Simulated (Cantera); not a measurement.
A closed system holds: 1 mol acetone, 1.1 mol H2, 31 mol N2, equilibrated at 0.133 bar.

Equilibrium computed with Cantera from the NASA thermochemical tables; the gas is ideal and each condensed phase is pure. Candidate condensed phases: C, C6H6, C7H8, C8H18, H2O; 169 gas species. Ions and electrons are included (thermal ionisation). The feed counts by its element totals alone. Rates play no part.

Which condensed phases are stable at each of these points (T (K)): 2000, 2500, 3000, 3500, 4000, 4500, 5000?


| T (K) | condensed phases | C condensed (%) |
|---|---|---|
| 2000 | C(graphite) | 60.7 |
| 2500 | C(graphite) | 37.3 |
| 3000 | gas only | 0.0 |
| 3500 | gas only | 0.0 |
| 4000 | gas only | 0.0 |
| 4500 | gas only | 0.0 |
| 5000 | gas only | 0.0 |

From 2000 K to 2500 K the condensed part is C(graphite). From 3000 K to 5000 K nothing is condensed.
